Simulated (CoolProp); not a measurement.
Values from CoolProp's reference Helmholtz-energy equation of state, Lemmon 2006. It is a short technical equation, of lower accuracy than the large ones.

Q: For R141b, give the phase and the density (kg/m³), viscosity (µPa s) at 500 K and 158 bar.

A: 
- 500 K and 158 bar: supercritical; density 847, viscosity 93.3

Viscosity comes from a separate model (Huber 2003), an estimate that may be off by 10 % or more.
